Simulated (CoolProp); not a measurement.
Sulfur dioxide along the isotherm 475.4 K: density (kg/m³) from the reference equation and from simpler models built on Tc = 430.6 K, pc = 78.87 bar, ω = 0.256; each cubic takes its own stable root.

Values from CoolProp's reference Helmholtz-energy equation of state, Gao 2016.

```json
[
 {"p (bar)": "1.11", "phase": "gas", "reference": "1.805"},
 {"p (bar)": "2.27", "phase": "gas", "reference": "3.705"},
 {"p (bar)": "4.67", "phase": "gas", "reference": "7.681"},
 {"p (bar)": "9.58", "phase": "gas", "reference": "16.01"},
 {"p (bar)": "19.7", "phase": "gas", "reference": "34.09"},
 {"p (bar)": "40.4", "phase": "gas", "reference": "75.74"},
 {"p (bar)": "83", "phase": "supercritical", "reference": "194.6"},
 {"p (bar)": "170", "phase": "supercritical", "reference": "683.8"},
 {"p (bar)": "350", "phase": "supercritical", "reference": "951.9"}
]
```

Question: How far does each simpler model (ideal gas, Redlich-Kwong, Peng-Robinson) lie from the reference over these 9 states: mean and median of the absolute difference, and the worst?

Answer: 
- ideal gas: mean 17.4 %, median 6.3 %, worst -59.7 % at 475.4 K and 170 bar
- Redlich-Kwong: mean 2.4 %, median 0.3 %, worst -9.2 % at 475.4 K and 350 bar
- Peng-Robinson: mean 2.0 %, median 0.8 %, worst -9.4 % at 475.4 K and 170 bar
